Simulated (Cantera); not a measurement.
## Ignition delay

Mixture: 44.4 % H2, 11.7 % O2, 43.9 % N2, equivalence ratio 1.9, at 1430 Torr, adiabatic and at constant volume. Ignition delay is the time to a rise of 400 K.

Cantera simulation using GRI-Mech 3.0 (53 species, 325 reactions); the numbers are that mechanism's predictions, not measurements. Where the delays flatten at high temperature, the 400 K rule measures the pace of heat release, not the induction time.

```tsv
T0 (K)	delay (ms)
1050	0.194
1100	0.0693
1150	0.0409
1200	0.0281
1250	0.0208
1300	0.0161
1350	0.0129
1400	0.0107
1450	0.00899
```
